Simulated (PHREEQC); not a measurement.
Dissolve 3 mmol/kgw H3BO3, 0.86 mmol/kgw SrCl2 and 0.014 mmol/kgw H4SiO4 at 25 °C. Closed to the air; pH follows from the charge balance.

The numbers come from PHREEQC with the ion-association model, phreeqc.dat.

Each row changes one thing in this solution. No solid was allowed to form.

```json
[
 {"case": "as made", "pH": "5.88", "H2BO3- (mol/kgw)": "1.38e-6", "H3SiO4- (mol/kgw)": "1.65e-9", "SI of Quartz (SiO2)": "-0.87"},
 {"case": "8.3e-05 mol/kgw Na2SO4 added", "pH": "5.88", "H2BO3- (mol/kgw)": "1.39e-6", "H3SiO4- (mol/kgw)": "1.66e-9", "SI of Quartz (SiO2)": "-0.87"},
 {"case": "diluted 10-fold with water", "pH": "6.37", "H2BO3- (mol/kgw)": "4.11e-7", "H3SiO4- (mol/kgw)": "4.92e-10", "SI of Quartz (SiO2)": "___"},
 {"case": "diluted 2-fold with water", "pH": "6.03", "H2BO3- (mol/kgw)": "9.60e-7", "H3SiO4- (mol/kgw)": "1.15e-9", "SI of Quartz (SiO2)": "___"},
 {"case": "H3BO3 from 0.003 to 0.0033 mol/kgw", "pH": "5.86", "H2BO3- (mol/kgw)": "1.45e-6", "H3SiO4- (mol/kgw)": "1.58e-9", "SI of Quartz (SiO2)": "-0.87"},
 {"case": "H4SiO4 from 1.4e-05 to 2.8e-05 mol/kgw", "pH": "5.88", "H2BO3- (mol/kgw)": "1.38e-6", "H3SiO4- (mol/kgw)": "3.30e-9", "SI of Quartz (SiO2)": "___"},
 {"case": "H4SiO4 from 1.4e-05 to 1.54e-05 mol/kgw", "pH": "5.88", "H2BO3- (mol/kgw)": "1.38e-6", "H3SiO4- (mol/kgw)": "1.82e-9", "SI of Quartz (SiO2)": "___"},
 {"case": "H4SiO4 from 1.4e-05 to 2.8e-06 mol/kgw", "pH": "5.88", "H2BO3- (mol/kgw)": "1.38e-6", "H3SiO4- (mol/kgw)": "3.31e-10", "SI of Quartz (SiO2)": "-1.57"},
 {"case": "H3BO3 from 0.003 to 0.0027 mol/kgw", "pH": "5.90", "H2BO3- (mol/kgw)": "1.31e-6", "H3SiO4- (mol/kgw)": "1.74e-9", "SI of Quartz (SiO2)": "-0.87"}
]
```

Problem. What belongs in the gaps?

Solution. 
- diluted 10-fold with water, SI of Quartz (SiO2): -1.87
- diluted 2-fold with water, SI of Quartz (SiO2): -1.17
- H4SiO4 from 1.4e-05 to 2.8e-05 mol/kgw, SI of Quartz (SiO2): -0.57
- H4SiO4 from 1.4e-05 to 1.54e-05 mol/kgw, SI of Quartz (SiO2): -0.83
